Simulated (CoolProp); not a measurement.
The numbers come from the reference Helmholtz-energy equation of state, Thol 2014 in CoolProp.

For diethyl ether, give the phase and the density (kg/m³), Joule-Thomson coefficient (K/MPa), isothermal compressibility (1/MPa), fugacity coefficient at 203.25 °C and 34.6 bar.


- 203.25 °C and 34.6 bar: gas; density 115, Joule-Thomson coefficient 14.5, isothermal compressibility 0.674, fugacity coefficient 0.705
